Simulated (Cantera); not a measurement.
Feed: 1 mol BaF2, 120 mol H2, held at 2048 K and 1330 Pa.

Cantera equilibrium calculation (NASA polynomials, part measured and part estimated; ideal gas, pure solids and liquids). Candidate condensed phases: Ba, BaF2; 14 gas species. Rates play no part.

Base state: H2 0.967, H 0.0191, HF 0.00611, BaF 0.00518, BaF2 0.00251, Ba 0.000465 (mole fractions); condensed: gas only.

**Question.** What changes in the equilibrium state with this change: temperature from 2048 K to 1150 K?

**Answer.** 
```
species         before    after
------------  --------  -------
H2               0.967    1.000
H               0.0191  6.46e-7
HF             0.00611  5.98e-7
BaF            0.00518  5.67e-7
Ba            0.000465  1.57e-8
BaF2           0.00251  2.92e-7
BaF2(s), mol         0    1.000
```

**Question.** What changes in the equilibrium state with this change: temperature from 2048 K to 748 K?

**Answer.** 
```
species         before  after
------------  --------  -----
H2               0.967   1.00
H               0.0191  <1e-9
HF             0.00611  <1e-9
BaF            0.00518  <1e-9
BaF2           0.00251  <1e-9
Ba            0.000465  <1e-9
BaF2(s), mol         0   1.00
```
